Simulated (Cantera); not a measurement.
Input (Python, Cantera):

```python
import numpy as np
import cantera as ct

gas = ct.Solution("gri30.yaml")
gas.TPX = 600, 560000, {'CH4': 1, 'C2H6': 0.65, 'C3H8': 0.046, 'O2': 5.56, 'N2': 20.9}
flame = ct.FreeFlame(gas, width=0.012)
flame.set_refine_criteria(ratio=3, slope=0.08, curve=0.16)
flame.transport_model = "mixture-averaged"
flame.solve(loglevel=0, auto=True)
z, T = flame.grid, flame.T
thick = (T[-1] - T[0]) / np.gradient(T, z).max()
show = ['CH4', 'C2H6', 'C3H8', 'O2', 'HCO', 'H2']
print(f"laminar burning velocity  {flame.velocity[0] * 100:.3f} cm/s")
print(f"burnt temperature         {T[-1]:.1f} K")
print(f"thermal thickness         {thick * 1e3:.4f} mm")
print(f"grid points               {len(z)}")
z0 = z[flame.heat_release_rate.argmax()]
print(f"{'z/mm':>9s}{'T/K':>9s}{'u/(m/s)':>9s}" + "".join(f"{s:>11s}" for s in show))
rows = []
for k in (-3, -2, -1.5, -1, -0.5, -0.25, 0, 0.25, 0.5, 1, 2, 4, 8):
    zz = z0 + k * thick
    rows.append([k * thick, np.interp(zz, z, T), np.interp(zz, z, flame.velocity),
                 *(np.interp(zz, z, flame.X[gas.species_index(s)]) for s in show)])
    print(f"{rows[-1][0] * 1e3:9.3f}{rows[-1][1]:9.1f}{rows[-1][2]:9.3f}" + "".join(f"{x:11.3e}" for x in rows[-1][3:]))
```

Result:

```
laminar burning velocity  68.188 cm/s
burnt temperature         2257.6 K
thermal thickness         0.0889 mm
grid points               140
     z/mm      T/K  u/(m/s)        CH4       C2H6       C3H8         O2        HCO         H2
   -0.267    600.9    0.683  3.546e-02  2.307e-02  1.633e-03  1.973e-01  2.533e-17  7.179e-04
   -0.178    605.9    0.690  3.525e-02  2.302e-02  1.630e-03  1.966e-01  1.562e-15  1.685e-03
   -0.133    619.2    0.706  3.480e-02  2.289e-02  1.626e-03  1.953e-01  3.775e-14  2.661e-03
   -0.089    686.9    0.787  3.281e-02  2.212e-02  1.599e-03  1.891e-01  1.048e-11  4.381e-03
   -0.044   1028.3    1.195  2.381e-02  1.547e-02  1.234e-03  1.567e-01  1.373e-07  7.017e-03
   -0.022   1395.2    1.638  1.415e-02  6.333e-03  5.391e-04  1.197e-01  6.173e-06  8.344e-03
    0.000   1769.5    2.092  3.767e-03  3.358e-04  1.759e-05  7.836e-02  2.661e-05  7.879e-03
    0.022   1947.8    2.295  2.528e-04  5.549e-07  6.563e-09  5.587e-02  6.343e-06  5.206e-03
    0.044   2026.2    2.375  8.877e-06  3.244e-10  6.593e-13  4.798e-02  3.424e-07  3.870e-03
    0.089   2115.1    2.464  1.825e-08  3.209e-15  4.340e-19  4.250e-02  1.760e-08  2.900e-03
    0.178   2192.4    2.542  7.905e-13  2.167e-21  1.921e-28  3.909e-02  3.496e-09  1.754e-03
    0.356   2237.7    2.587  7.830e-15  3.914e-27  9.112e-37  3.739e-02  6.332e-10  9.113e-04
    0.711   2255.5    2.605  8.081e-16 -1.429e-28  8.968e-38  3.676e-02  1.914e-10  5.755e-04
```

Cantera simulation using GRI-Mech 3.0 (53 species, 325 reactions); the numbers are that mechanism's predictions, not measurements. Burning velocities carry a grid error of a few per cent, more on coarse grids.
